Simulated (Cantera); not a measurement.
Cantera with NASA thermochemical tables; ideal gases at 1 bar, condensed phases pure. Values are per mole of reaction as written; species without (g) are pure solids or liquids, kept so even where they would boil at 1 bar. VN: taken at fixed stoichiometry.

Between 300 and 1375 K, where is each reaction favourable under standard conditions?
- 2 N(g) + V2O3 = 3 O(g) + 2 VN


- 2 N(g) + V2O3 = 3 O(g) + 2 VN: ΔG° is 541 kJ at 300 K and 385 kJ at 1375 K; it stays positive (K < 1). ΔH° is 577 kJ and ΔS° 139 J/K at 1375 K.
